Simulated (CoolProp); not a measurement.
Ethylene along the isotherm -73.05 °C: density (kg/m³) from the reference equation and from simpler models built on Tc = 9.2 °C, pc = 5.042 MPa, ω = 0.087; each cubic takes its own stable root.

Model: reference Helmholtz-energy equation of state, Smukala 2000, in CoolProp.

```csv
p (MPa),phase,reference
0.0239,gas,0.4048
0.0404,gas,0.6865
0.0681,gas,1.163
0.115,gas,1.983
0.194,gas,3.401
0.327,gas,5.905
0.552,liquid,521.2
0.932,liquid,521.8
1.57,liquid,522.9
2.66,liquid,524.6
4.48,liquid,527.4
7.56,liquid,531.9
```

### Question
How far does each simpler model (van der Waals, Soave-Redlich-Kwong, Peng-Robinson) lie from the reference over these 12 states: mean and median of the absolute difference, and the worst?

### Answer
- van der Waals: mean 27.8 %, median 17.4 %, worst -98.1 % at -73.05 °C and 0.552 MPa
- Soave-Redlich-Kwong: mean 2.2 %, median 2.0 %, worst -4.5 % at -73.05 °C and 0.552 MPa
- Peng-Robinson: mean 4.2 %, median 4.1 %, worst +8.8 % at -73.05 °C and 7.56 MPa

At some of these states van der Waals gives the other phase, because its saturation line lies elsewhere.
